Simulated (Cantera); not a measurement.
Input (Python, Cantera) and output of one run.

```python
import numpy as np
import cantera as ct

gas_names = """
    Ca CaF CaF2 Ca2 F F2 H HF H2 H2F2 H3F3 H4F4 H5F5 H6F6 H7F7 N NF NF2 NF3 NH NH2 NH3 N2 N2H2 N2H4
""".split()
cond_names = """
    Ca(a) Ca(b) Ca(L) CaF2(a) CaF2(b) CaF2(L)
""".split()


def load(file, names, dense=False):
    # The tables refer to 1 bar. Condensed volumes are neglected.
    table = {s.name: s for s in ct.Species.list_from_file(file)}
    out = []
    for n in names:
        d = dict(table[n].input_data)
        d["thermo"] = dict(d["thermo"], **{"reference-pressure": 1e5})
        if dense:
            d["equation-of-state"] = {"model": "constant-volume", "density": "1e6 g/cm^3"}
        out.append(ct.Species.from_dict(d))
    return out


gas = ct.Solution(thermo="ideal-gas", species=load("nasa_gas.yaml", gas_names))
cond = {s.name: ct.Solution(thermo="fixed-stoichiometry", species=[s], name=s.name)
        for s in load("nasa_condensed.yaml", cond_names, dense=True)}
atoms = {
    'CaF2': {'Ca': 1, 'F': 2},
    'HF': {'H': 1, 'F': 1},
    'N2': {'N': 2},
}
top_T = {}  # K; cautious upper limits of use, not melting points


def equilibrate(T, P, feed):
    n = {}
    for name, mol in feed.items():
        for a, k in atoms[name].items():
            n[a] = n.get(a, 0.0) + k * mol
    gas.TPX = T, P, n
    mass = sum(n.values()) * gas.mean_molecular_weight
    gas.equilibrate("TP")
    valid = [c for c in cond.values() if c.min_temp <= T <= top_T.get(c.name, c.max_temp)]
    mix = ct.Mixture([(gas, mass / gas.mean_molecular_weight)] + [(c, 0.0) for c in valid])
    mix.T, mix.P = T, P
    mix.equilibrate("TP", solver="vcs", rtol=1e-11, max_steps=5000)
    return mix


results = []
feed = {'CaF2': 1, 'HF': 0.17, 'N2': 34}  # mol
P = 100000  # Pa
for T in [700, 850, 1000, 1150, 1300, 1450, 1600, 1750, 1900, 2050, 2200]:
    mix = equilibrate(T, P, feed)
    results.append((T, P, feed, dict(zip(mix.species_names, mix.species_moles))))
    x = sorted(zip(gas.X, gas.species_names), reverse=True)
    print(f"T = {T:g} K  P = {P:g} Pa  gas = {mix.phase_moles(0):.4g} mol")
    print("   x: " + "  ".join(f"{s} {v:.3e}" for v, s in x if v > 0.0001))
    print("   condensed (mol): " + ("  ".join(f"{mix.phase(i).name} {mix.phase_moles(i):.4g}"
          for i in range(1, mix.n_phases) if mix.phase_moles(i) > 1e-12) or "none"))
```

Output:

```
T = 700 K  P = 100000 Pa  gas = 34.17 mol
   x: N2 9.950e-01  HF 4.975e-03
   condensed (mol): CaF2(a) 1
T = 850 K  P = 100000 Pa  gas = 34.17 mol
   x: N2 9.950e-01  HF 4.975e-03
   condensed (mol): CaF2(a) 1
T = 1000 K  P = 100000 Pa  gas = 34.17 mol
   x: N2 9.950e-01  HF 4.975e-03
   condensed (mol): CaF2(a) 1
T = 1150 K  P = 100000 Pa  gas = 34.17 mol
   x: N2 9.950e-01  HF 4.975e-03
   condensed (mol): CaF2(a) 1
T = 1300 K  P = 100000 Pa  gas = 34.17 mol
   x: N2 9.950e-01  HF 4.975e-03
   condensed (mol): CaF2(a) 1
T = 1450 K  P = 100000 Pa  gas = 34.17 mol
   x: N2 9.950e-01  HF 4.975e-03
   condensed (mol): CaF2(b) 1
T = 1600 K  P = 100000 Pa  gas = 34.17 mol
   x: N2 9.950e-01  HF 4.975e-03
   condensed (mol): CaF2(b) 0.9995
T = 1750 K  P = 100000 Pa  gas = 34.18 mol
   x: N2 9.948e-01  HF 4.974e-03  CaF2 1.772e-04
   condensed (mol): CaF2(L) 0.9939
T = 1900 K  P = 100000 Pa  gas = 34.21 mol
   x: N2 9.938e-01  HF 4.968e-03  CaF2 1.182e-03
   condensed (mol): CaF2(L) 0.9596
T = 2050 K  P = 100000 Pa  gas = 34.37 mol
   x: N2 9.892e-01  CaF2 5.804e-03  HF 4.942e-03
   condensed (mol): CaF2(L) 0.8005
T = 2200 K  P = 100000 Pa  gas = 34.95 mol
   x: N2 9.727e-01  CaF2 2.237e-02  HF 4.855e-03
   condensed (mol): CaF2(L) 0.2178
```

Equilibrium computed with Cantera from the NASA thermochemical tables; the gas is ideal and each condensed phase is pure.
